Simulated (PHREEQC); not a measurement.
0.14 g of hydrous ferric oxide (600 m²/g; 0.2 weak and 0.005 strong sites per Fe, Dzombak-Morel constants, diffuse double layer) in 1 kg of water with 0.05 mol/kgw of an inert sodium salt and 0.00055 mol/kgw NaF, 2.6e-06 mol/kgw Ag2SO4 and 2.4e-06 mol/kgw NaH2PO4, at 25 °C; the pH is set by adding NaOH or the inert anion's acid. Oxygen alone is held at its pressure in air (log pO2 = -0.68). The system is closed to CO2. No solid was allowed to form.

The numbers come from PHREEQC with the ion-association model, wateq4f.dat.

```json
[
 {"pH": "3", "F sorbed (%)": "25.6", "S sorbed (%)": "90.6", "Ag sorbed (%)": "0.0", "P sorbed (%)": "99.9", "surface charge σ (C/m²)": "0.195", "surface potential ψ (mV)": "138"},
 {"pH": "3.38", "F sorbed (%)": "27.9", "S sorbed (%)": "86.3", "Ag sorbed (%)": "0.0", "P sorbed (%)": "99.9", "surface charge σ (C/m²)": "0.176", "surface potential ψ (mV)": "133"},
 {"pH": "3.75", "F sorbed (%)": "28.6", "S sorbed (%)": "82.1", "Ag sorbed (%)": "0.0", "P sorbed (%)": "99.9", "surface charge σ (C/m²)": "0.162", "surface potential ψ (mV)": "129"},
 {"pH": "4.12", "F sorbed (%)": "28.0", "S sorbed (%)": "77.6", "Ag sorbed (%)": "0.0", "P sorbed (%)": "99.9", "surface charge σ (C/m²)": "0.148", "surface potential ψ (mV)": "125"},
 {"pH": "4.5", "F sorbed (%)": "26.3", "S sorbed (%)": "71.3", "Ag sorbed (%)": "0.1", "P sorbed (%)": "99.9", "surface charge σ (C/m²)": "0.132", "surface potential ψ (mV)": "119"},
 {"pH": "4.88", "F sorbed (%)": "23.7", "S sorbed (%)": "62.0", "Ag sorbed (%)": "0.2", "P sorbed (%)": "100.0", "surface charge σ (C/m²)": "0.114", "surface potential ψ (mV)": "111"},
 {"pH": "5.25", "F sorbed (%)": "20.5", "S sorbed (%)": "49.7", "Ag sorbed (%)": "0.7", "P sorbed (%)": "100.0", "surface charge σ (C/m²)": "0.095", "surface potential ψ (mV)": "103"},
 {"pH": "5.62", "F sorbed (%)": "16.9", "S sorbed (%)": "35.3", "Ag sorbed (%)": "2.2", "P sorbed (%)": "100.0", "surface charge σ (C/m²)": "0.078", "surface potential ψ (mV)": "93"},
 {"pH": "6", "F sorbed (%)": "13.1", "S sorbed (%)": "21.2", "Ag sorbed (%)": "6.1", "P sorbed (%)": "100.0", "surface charge σ (C/m²)": "0.062", "surface potential ψ (mV)": "82"},
 {"pH": "6.38", "F sorbed (%)": "9.5", "S sorbed (%)": "10.7", "Ag sorbed (%)": "14.5", "P sorbed (%)": "99.9", "surface charge σ (C/m²)": "0.048", "surface potential ψ (mV)": "70"},
 {"pH": "6.75", "F sorbed (%)": "6.4", "S sorbed (%)": "4.6", "Ag sorbed (%)": "28.3", "P sorbed (%)": "99.9", "surface charge σ (C/m²)": "0.035", "surface potential ψ (mV)": "57"},
 {"pH": "7.12", "F sorbed (%)": "4.0", "S sorbed (%)": "1.7", "Ag sorbed (%)": "45.8", "P sorbed (%)": "99.8", "surface charge σ (C/m²)": "0.024", "surface potential ψ (mV)": "43"},
 {"pH": "7.5", "F sorbed (%)": "2.2", "S sorbed (%)": "0.5", "Ag sorbed (%)": "63.6", "P sorbed (%)": "99.6", "surface charge σ (C/m²)": "0.014", "surface potential ψ (mV)": "26"},
 {"pH": "7.88", "F sorbed (%)": "1.2", "S sorbed (%)": "0.1", "Ag sorbed (%)": "78.2", "P sorbed (%)": "98.4", "surface charge σ (C/m²)": "0.005", "surface potential ψ (mV)": "9"},
 {"pH": "8.25", "F sorbed (%)": "0.6", "S sorbed (%)": "0.0", "Ag sorbed (%)": "88.1", "P sorbed (%)": "94.1", "surface charge σ (C/m²)": "-0.005", "surface potential ψ (mV)": "-9"},
 {"pH": "8.62", "F sorbed (%)": "0.3", "S sorbed (%)": "0.0", "Ag sorbed (%)": "94.1", "P sorbed (%)": "79.4", "surface charge σ (C/m²)": "-0.015", "surface potential ψ (mV)": "-27"},
 {"pH": "9", "F sorbed (%)": "0.1", "S sorbed (%)": "0.0", "Ag sorbed (%)": "97.3", "P sorbed (%)": "47.6", "surface charge σ (C/m²)": "-0.027", "surface potential ψ (mV)": "-46"}
]
```

H3PO4, which wateq4f.dat lacks, is added to it with the constant of phreeqc.dat. The database has no phosphate complexes of Ag. The oxide is taken as insoluble; below pH 4 it would dissolve.
